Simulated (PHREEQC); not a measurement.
Dissolve 0.04 mol HCl, 1.1 mol LiCl and 0.00013 mol Fe2(SO4)3 per kg of water at 82 °C. Closed to the air; pH follows from the charge balance.

Model: ion-association model, phreeqc.dat, run in PHREEQC.

```
quantity                  before     after
----------------------  --------  --------
pH                          1.54      1.54
FeCl+2 (mol/kgw)        0.000214  0.000187
HSO4- (mol/kgw)         0.000207  0.000142
SO4-2 (mol/kgw)         0.000113  0.000148
LiSO4- (mol/kgw)         6.94e-5   9.97e-5
FeCl2+ (mol/kgw)         3.00e-5   5.62e-5
SI of Goethite (FeOOH)     +0.81     +0.31
SI of Hematite (Fe2O3)     +3.86     +2.77
```

Task: Which change was made?
(A) Fe2(SO4)3 from 0.00013 to 0.000143 mol/kgw
(B) temperature from 82 to 55 °C
(C) HCl from 0.04 to 0.08 mol/kgw

Result: B, temperature from 82 to 55 °C

This is a speciation only: nothing precipitates in the calculation. The ionic strength passes 0.7 mol/kgw, the rough limit of the ion-association models, in every such run. Some of these states are supersaturated (in Hematite (slow to form), Goethite (slow to form), for instance). At this temperature some constants are extrapolated from 25 °C, and those without enthalpy data are left unchanged.
